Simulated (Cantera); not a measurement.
Charge: 1 mol Fe3O4, 4.1 mol H2, 5.7 mol N2, at 1925 °C and 1.70 bar.

Method: chemical equilibrium by Gibbs-energy minimisation in Cantera with the NASA 1993 tables (ideal gas, pure condensed phases). Candidate condensed phases: Fe, FeO, Fe(OH)2, Fe(OH)3, Fe2O3, Fe3O4, H2O; 27 gas species. Each liquid is taken as pure. Mutual solubility and eutectic melting of coexisting phases are not modelled. The tables' stoichiometric FeO is somewhat more stable than real wüstite, so its field is too wide. FeO: taken at fixed stoichiometry. Rates play no part.

Base state: N2 0.580, H2 0.281, H2O 0.135, H 0.00227, Fe 0.00160, OH 0.000151, Fe(OH)2 0.000119, FeO 2.37e-5 (mole fractions); condensed: Fe(l) + FeO(l).

**Question.** What changes in the equilibrium state with this change: temperature from 1925 °C to 1302 °C?

**Answer.** 
| species | before | after |
|---|---|---|
| N2 | 0.580 | 0.582 |
| H2 | 0.281 | 0.289 |
| H2O | 0.135 | 0.130 |
| H | 0.00227 | 1.71e-5 |
| Fe(OH)2 | 0.000119 | 3.98e-6 |
| FeO | 2.37e-5 | <1e-9 |
| Fe | 0.00160 | 4.02e-7 |
| OH | 0.000151 | 2.79e-7 |
| NH3 | 2.87e-6 | 1.00e-5 |
| Fe(l), mol | 0.313 | 0 |
| FeO(l), mol | 2.67 | 0 |
| Fe(γ), mol | 0 | 0.269 |
| FeO(s), mol | 0 | 2.73 |
